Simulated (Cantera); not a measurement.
Input: 1 mol MgF2, 210 mol H2, equilibrated at 1973 K and 0.133 bar.

Equilibrium computed with Cantera from the NASA thermochemical tables; the gas is ideal and each condensed phase is pure. Candidate condensed phases: Mg, MgF2; 17 gas species. The tables' values for MgH are old estimates; treat these amounts as uncertain. The numbers say what is thermodynamically allowed, not how fast it happens.

Q: What is the equilibrium state?

A: 
```
Property                                Value
----------------------------------  ---------
x(H2)                                   0.983
x(HF)                                 0.00909
x(Mg)                                 0.00443
x(H)                                  0.00366
x(MgF)                               0.000173
x(MgF2)                               7.81e-5
x(MgH)                                2.45e-5
gas amount                          212.4 mol
log10 activity of MgF2(l) (absent)      -3.31
log10 activity of Mg(l) (absent)        -4.70
```
